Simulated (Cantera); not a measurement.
Mixture: CH₄ : C₂H₆ : O₂ : N₂ = 1 : 0.17 : 2 : 7.39 (molar parts), at 1800000 Pa, adiabatic and at constant pressure. Ignition delay is the time to a rise of 400 K.

Model: GRI-Mech 3.0 (53 species, 325 reactions), integrated in Cantera. The pressure lies above the range GRI-Mech 3.0 was tuned for (to about 10 atm).

### Question
What does this change do: pressure from 1800000 Pa to 3200000 Pa?

### Answer
| quantity | before | after |
|---|---|---|
| delay at 1000 K | 13.6 ms | 9.18 ms |
| delay at 1150 K | 0.987 ms | 0.669 ms |
| delay at 1300 K | 0.153 ms | 0.103 ms |
| delay at 1450 K | 38.9 µs | 25.5 µs |
| apparent activation energy between 1375 and 1525 K | 140 kJ/mol | 140 kJ/mol |

### Question
What does this change do: constant volume in place of constant pressure?

### Answer
| quantity | before | after |
|---|---|---|
| delay at 1000 K | 13.6 ms | 13.0 ms |
| delay at 1150 K | 0.987 ms | 0.934 ms |
| delay at 1300 K | 0.153 ms | 0.141 ms |
| delay at 1450 K | 38.9 µs | 35.0 µs |
| apparent activation energy between 1375 and 1525 K | 140 kJ/mol | 150 kJ/mol |
